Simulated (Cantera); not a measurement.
## Fe₃O₄ + Cl₂ (chemical vapour transport)

Charge: 1 mol Fe₃O₄, 0.011 mol Cl₂, at 1625 K and 101000 Pa.

Equilibrium computed with Cantera from the NASA thermochemical tables; the gas is ideal and each condensed phase is pure. Candidate condensed phases: Fe, FeCl₂, FeCl₃, FeO, Fe₂O₃, Fe₃O₄; 13 gas species. Mutual solubility and eutectic melting of coexisting phases are not modelled. The numbers say what is thermodynamically allowed, not how fast it happens.

```
Quantity                                  Result
-----------------------------------  -----------
x(FeCl₂)                                   0.550
x(FeCl₃)                                   0.249
x(O₂)                                     0.0927
x(Cl₂)                                    0.0689
x(Cl)                                     0.0332
x(Fe₂Cl₄)                                0.00514
x(Fe₂Cl₆)                               0.000279
x(ClO)                                  0.000216
x(O)                                     5.89e-6
n(Fe₂O₃(s))                           0.0289 mol
n(Fe₃O₄(s))                            0.978 mol
gas amount                           0.01077 mol
log10 activity of FeCl₂(l) (absent)        -1.19
log10 activity of Fe(γ) (absent)           -5.78
```
